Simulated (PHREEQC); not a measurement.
Consider water at 25 °C with 0.038 mol/kgw NH4HF2, 0.00043 mol/kgw H2SiF6, 0.0021 mol/kgw H3BO3 and 0.039 mol/kgw H2SO4. Closed to the air; pH follows from the charge balance.

The numbers come from PHREEQC with the ion-association model, phreeqc.dat.

The ionic strength comes out as 0.0796 mol/kgw. What activity coefficients do SO4-2, HF2-, HSO4-, NH4SO4-, BF3OH- get?

SO4-2 0.40, HF2- 0.79, HSO4- 0.79, NH4SO4- 0.79, BF3OH- 0.79.

This is a speciation only: nothing precipitates in the calculation. SiF6-2 is the database's only silicon fluoride. Real BF4- forms and hydrolyses slowly; the run takes it at equilibrium.
